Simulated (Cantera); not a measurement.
A perfectly stirred reactor is fed with H2 : O2 : N2 = 1.2 : 1 : 1.8 (molar parts), equivalence ratio 0.60, at 225 Torr; it is held at 1200 K, and followed from long to short residence time.

Computed with Cantera and the H2/O2 subset of GRI-Mech 3.0, which has no nitrogen chemistry. The temperature is held fixed by assumption; the heat of reaction is taken as removed at once.

**Question.** Predict: x(H2) at τ = 0.460 s; x(O2) at τ = 0.460 s; x(OH) at τ = 0.460 s; x(H2O) at τ = 0.460 s; x(H2O2) at τ = 0.460 s; x(H2) at τ = 7.50 ms; x(O2) at τ = 7.50 ms; x(OH) at τ = 7.50 ms; x(H2O) at τ = 7.50 ms; x(H2O2) at τ = 7.50 ms.

**Answer.** 
| Property | Result |
|---|---|
| x(H2) at τ = 0.460 s | 0.000447 |
| x(O2) at τ = 0.460 s | 0.118 |
| x(OH) at τ = 0.460 s | 0.000350 |
| x(H2O) at τ = 0.460 s | 0.352 |
| x(H2O2) at τ = 0.460 s | 1.31e-6 |
| x(H2) at τ = 7.50 ms | 0.00596 |
| x(O2) at τ = 7.50 ms | 0.119 |
| x(OH) at τ = 7.50 ms | 0.00151 |
| x(H2O) at τ = 7.50 ms | 0.344 |
| x(H2O2) at τ = 7.50 ms | 5.04e-6 |
